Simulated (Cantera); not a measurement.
**Pyrogenic steam for wet oxidation**

An isothermal, constant-pressure homogeneous reactor starts with H2 : O2 : N2 = 0.47 : 1 : 9.5 (molar parts), at 1275 K and 300 Torr.

Model: the H2/O2 subset of GRI-Mech 3.0, which has no nitrogen chemistry, integrated in Cantera. The temperature is held fixed by assumption; the heat of reaction is taken as removed at once.

```tsv
t (s)	x H2	x O2	x H	x OH	x HO2
4.00e-5	0.0428	0.0912	7.60e-8	2.08e-8	2.02e-8
0.000136	0.0424	0.0909	0.000203	5.73e-5	7.34e-6
0.000459	0.00171	0.0700	0.00447	0.00164	1.13e-5
0.00156	0.000185	0.0710	0.000126	0.000485	5.96e-6
0.00528	1.36e-5	0.0712	2.61e-6	0.000134	1.05e-6
0.0179	1.56e-6	0.0712	1.24e-7	4.88e-5	1.66e-7
0.0606	2.85e-7	0.0713	1.11e-8	2.19e-5	3.55e-8
0.205	6.94e-8	0.0713	1.44e-9	1.10e-5	1.11e-8
0.696	2.27e-8	0.0713	2.77e-10	6.31e-6	6.99e-9
2.36	1.46e-8	0.0713	1.44e-10	5.02e-6	6.87e-9
8.00	1.44e-8	0.0713	1.41e-10	4.98e-6	6.88e-9
```
x: mole fraction; the columns are a selection and need not sum to one.

Equilibrium at this temperature and pressure: H2 1.44e-8, O2 0.0713, H 1.41e-10, OH 4.98e-6, HO2 6.88e-9 (gas phase only).
